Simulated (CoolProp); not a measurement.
Aqueous sodium chloride as a coolant, 10 % by mass, freezing at -6.6 °C, 1 atm.

Computed with CoolProp (Melinder's fits for secondary coolants).

```csv
T (°C),viscosity (mPa s),density (kg/m³),cp (kJ/(kg K)),conductivity (W/(m K))
-4.7,2.41,1078,3.679,0.548
0.1,2.06,1077,3.688,0.556
5,1.78,1075,3.698,0.564
9.8,1.55,1074,3.706,0.572
14.7,1.36,1072,3.715,0.580
19.5,1.21,1071,3.722,0.588
24.4,1.08,1069,3.729,0.596
29.2,0.976,1067,3.735,0.603
34.1,0.889,1065,3.740,0.611
```
